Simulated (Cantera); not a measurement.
A closed system holds: 1 mol Si, 2.6 mol HCl, 1.3 mol H2, held at 0.0240 Torr.

Cantera equilibrium calculation (NASA polynomials, part measured and part estimated; ideal gas, pure solids and liquids). Candidate condensed phases: Si; 19 gas species. Equilibrium is a limit: real reactors are often held back by kinetics, nucleation or transport.

Question: What share of the Si ends up in condensed phases as a function of T (K), at 1025, 1050, 1075, 1100, 1125, 1150, 1175, 1200?

Answer: 
| T (K) | Si condensed (%) | as |
|---|---|---|
| 1025 | 35.1 | Si(s) |
| 1050 | 32.3 | Si(s) |
| 1075 | 28.8 | Si(s) |
| 1100 | 25.2 | Si(s) |
| 1125 | 22.0 | Si(s) |
| 1150 | 19.4 | Si(s) |
| 1175 | 17.4 | Si(s) |
| 1200 | 16.0 | Si(s) |
